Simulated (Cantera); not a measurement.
# Gas activation for diamond growth

A perfectly stirred reactor is fed with 1.18 % CH₄, 98.0 % H₂, 0.784 % CO₂, at 0.133 bar; it is held at 1900 K, and followed from long to short residence time.

Cantera simulation using GRI-Mech 3.0 (53 species, 325 reactions); the numbers are that mechanism's predictions, not measurements.

```csv
τ (s),x CH₄,x H₂,x CO₂,x C₂H,x CH₂CO,x O₂
25,0.000544,0.979,6.82e-6,7.27e-8,1.49e-8,<1e-12
8.6,0.000851,0.978,1.23e-5,8.79e-8,3.08e-8,1.29e-12
2.9,0.00135,0.977,2.10e-5,1.04e-7,5.47e-8,2.95e-12
0.99,0.00212,0.976,3.93e-5,1.12e-7,7.66e-8,4.86e-12
0.33,0.00336,0.975,9.10e-5,1.05e-7,8.42e-8,6.14e-12
0.11,0.00517,0.974,0.000245,8.28e-8,7.43e-8,6.40e-12
0.038,0.00733,0.973,0.000672,5.23e-8,5.36e-8,5.72e-12
0.013,0.00942,0.974,0.00178,2.31e-8,3.00e-8,3.92e-12
0.0044,0.0108,0.975,0.00404,5.43e-9,1.16e-8,1.46e-12
0.0015,0.0115,0.978,0.00659,3.84e-10,2.21e-9,<1e-12
0.00051,0.0117,0.980,0.00764,5.19e-12,1.39e-10,<1e-12
```
x: mole fraction; the columns are a selection and need not sum to one.
